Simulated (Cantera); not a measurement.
A closed system holds: 1 mol BCl3, 0.068 mol H2O, 1.9 mol H2, equilibrated at 852 °C and 41.3 Torr.

Cantera equilibrium calculation (NASA polynomials, part measured and part estimated; ideal gas, pure solids and liquids). Candidate condensed phases: B, B2O3, B3O3H3, H2O; 33 gas species. The tables' values for BCl2, BOCl are old estimates; treat these amounts as uncertain. Gases not in the tables: BHCl2. The numbers say what is thermodynamically allowed, not how fast it happens.

Base state: H2 0.555, BCl3 0.261, HCl 0.176, B3O3Cl3 0.00733, B3O3H3 7.15e-5, HBO 2.26e-5, BCl2 1.79e-5, BOCl 1.60e-5 (mole fractions); condensed: B(s).

Problem. What changes in the equilibrium state with this change: temperature from 852 °C to 800 °C?

Solution. 
```csv
species,before,after
H2,0.555,0.573
BCl3,0.261,0.272
HCl,0.176,0.148
BOCl,1.60e-5,5.05e-6
HBO,2.26e-5,7.93e-6
BCl2,1.79e-5,7.02e-6
B3O3H3,7.15e-5,7.53e-5
"B(s), mol",0.134,0.104
```
